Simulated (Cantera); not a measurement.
## Thermodynamics of silicon etching in halogen gases, feed Si + HF + H₂ + Cl₂

Charge: 1 mol Si, 1.2 mol HF, 0.29 mol H₂, 5.8 mol Cl₂, at 1475 K.

Equilibrium computed with Cantera from the NASA thermochemical tables; the gas is ideal and each condensed phase is pure. Candidate condensed phases: Si; 37 gas species. The tables' values for SiCl₃, SiF₃, SiF₂ are old estimates; treat these amounts as uncertain. Kinetics and transport are ignored.

```csv
P (Pa),log p Cl,log p Cl₂,log p HCl,log p SiCl₄,log p SiF₄
1,-5.14,-7.67,-5.75,-6.24,-6.54
6.80,-4.32,-6.03,-4.91,-5.32,-5.68
46,-3.54,-4.47,-4.05,-4.45,-4.83
320,-2.87,-3.13,-3.15,-3.55,-3.92
2200,-2.34,-2.06,-2.26,-2.66,-3.03
15000,-1.88,-1.13,-1.40,-1.80,-2.17
100000,-1.45,-0.28,-0.56,-0.96,-1.33
```
log p: log10 of the partial pressure in bar; nothing condenses.

From 1.00 Pa to 100000 Pa nothing is condensed. The main Si-bearing gas is SiCl₄ throughout.
